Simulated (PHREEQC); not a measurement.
Consider water at 57 °C with 100 mmol/kgw H2SO4, 110 mmol/kgw KNO3 and 150 mmol/kgw KH2PO4. Closed to the air; pH follows from the charge balance.

Equilibrium calculation in PHREEQC: ion-association model, phreeqc.dat.

| quantity | before | after |
|---|---|---|
| pH | 1.60 | 4.40 |
| ionic strength (mol/kgw) | 0.304 | 0.261 |
| K+ (mol/kgw) | 0.242 | 0.260 |
| H3PO4 (mol/kgw) | 0.116 | 0.000822 |
| H2PO4- (mol/kgw) | 0.0338 | 0.148 |
| HPO4-2 (mol/kgw) | 2.93e-7 | 0.000779 |

Name the change that produced these shifts.
(A) H2SO4 from 0.1 to 0.02 mol/kgw
(B) temperature from 57 to 90 °C
(C) KH2PO4 from 0.15 to 0.225 mol/kgw
(D) H2SO4 from 0.1 to 0.09 mol/kgw
(E) H2SO4 left out

E, H2SO4 left out

Precipitation was switched off in this run. At this temperature some constants are extrapolated from 25 °C, and those without enthalpy data are left unchanged.
